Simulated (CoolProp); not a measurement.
The numbers come from the reference Helmholtz-energy equation of state, Lemmon 2006 in CoolProp. It is a short technical equation, of lower accuracy than the large ones.

Task: Give the vapour pressure (kPa), liquid density (kg/m³), vapour density (kg/m³), enthalpy of vaporisation (kJ/kg) of saturated acetone at 70.85, 106.45 °C.

Result: 
```json
[
 {"T (°C)": "70.85", "p (kPa)": "164", "liquid density (kg/m³)": "731", "vapour density (kg/m³)": "3.57", "enthalpy of vaporisation (kJ/kg)": "485"},
 {"T (°C)": "106.45", "p (kPa)": "438", "liquid density (kg/m³)": "685", "vapour density (kg/m³)": "9.22", "enthalpy of vaporisation (kJ/kg)": "440"}
]
```
